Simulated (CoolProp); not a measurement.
A single-stage vapour-compression cycle with the fluid: evaporating at 248.15 K (dew point), condensing at 307.15 K (bubble point), superheat 2 K, subcooling 2 K, compressor efficiency 0.6, no pressure losses. The same conditions are run with several fluids, on thermodynamics alone (safety and materials aside).

Computed with CoolProp (reference Helmholtz-energy equation of state of each fluid (propane: Lemmon 2009; sulfur hexafluoride: Guder 2009; dimethyl ether: Wu 2011; R410A: Lemmon 2003; R21: Platzer 1990)). The equations of Platzer and Polt are older, rougher fits. Blends and air are pseudo-pure fits.

Question: Rank propane, sulfur hexafluoride, dimethyl ether, R410A, R21 by cooling COP, highest first.

Answer: R21 (2.11), dimethyl ether (2.03), propane (1.90), R410A (1.82), sulfur hexafluoride (1.24)

```csv
fluid,pressure ratio,discharge temperature (K),refrigerating effect (kJ/kg),volumetric capacity (kJ/m³)
propane,5.85,345.3,265,1220
sulfur hexafluoride,4.97,322.8,39.4,1860
dimethyl ether,7.56,368.8,334,771
R410A,6.35,370.2,162,2050
R21,11.1,405.7,199,220
```
